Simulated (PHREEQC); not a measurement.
KOH is added in steps, without added water, to 1 kg of water holding 0.0087 mol HCl, 0.00034 mol Al2(SO4)3 and 0.086 mol Na2SO4, at 25 °C. Oxygen alone is held at its pressure in air (log pO2 = -0.68). The system is closed to CO2. The run lets Al(OH)3(a), Halite, Sylvite precipitate or redissolve, and no other solid.

Base run: PHREEQC, ion-association model, phreeqc.dat. Each further column changes one thing. The table gives AlSO4+ (mol/kgw).

| KOH added (mol) | base | diluted 5-fold with water | Al2(SO4)3 from 0.00034 to 6.8e-05 mol/kgw | HCl from 0.0087 to 0.00435 mol/kgw | no solid may form |
|---|---|---|---|---|---|
| 0 | 0.000404 | 9.88e-5 | … | 0.000400 | 0.000404 |
| 0.0018 | 0.000403 | 7.02e-5 | 8.06e-5 | … | 0.000403 |
| 0.0033 | 0.000402 | 0 | 8.04e-5 | 0.000398 | 0.000402 |
| 0.0051 | 0.000401 | 0 | … | 0.000234 | 0.000401 |
| 0.0069 | 0.000400 | 0 | 7.99e-5 | 2.87e-13 | 0.000400 |
| 0.0087 | 0.000384 | 0 | 7.30e-5 | 0 | 0.000384 |
| 0.0102 | 9.46e-5 | 0 | 0 | 0 | 7.49e-5 |
| 0.012 | 0 | 0 | 0 | 0 | 0 |

### Question
Some entries are withheld; supply them.

### Answer

- 0, Al2(SO4)3 from 0.00034 to 6.8e-05 mol/kgw: 8.09e-5
- 0.0018, HCl from 0.0087 to 0.00435 mol/kgw: 0.000399
- 0.0051, Al2(SO4)3 from 0.00034 to 6.8e-05 mol/kgw: 8.02e-5

 In at least one series the solution becomes supersaturated in solids that the run did not let form, among them Al(OH)3(a).
